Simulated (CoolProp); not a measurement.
A single-stage vapour-compression cycle with R1224YDZ: evaporating at 242.15 K (dew point), condensing at 275.15 K (bubble point), superheat 5 K, subcooling 8 K, compressor efficiency 0.6, no pressure losses. Each further row changes one setting.

Model: reference Helmholtz-energy equation of state, Akasaka 2023, in CoolProp.

```
case                              cooling COP  pressure ratio  discharge temperature (K)  refrigerating effect (kJ/kg)  volumetric capacity (kJ/m³)
--------------------------------  -----------  --------------  -------------------------  ----------------------------  ---------------------------
as stated                                4.14            5.26                      304.9                           167                          139
evaporating temperature 247.15 K         5.07            3.95                      300.3                           170                          186
condensing temperature 270.15 K          4.96            4.22                      297.3                           172                          144
subcooling 13 K                          4.27            5.26                      304.9                           172                          144
superheat 15 K                           4.14            5.26                      315.6                           174                          139
compressor efficiency 0.5                3.45            5.26                      315.1                           167                          139
```
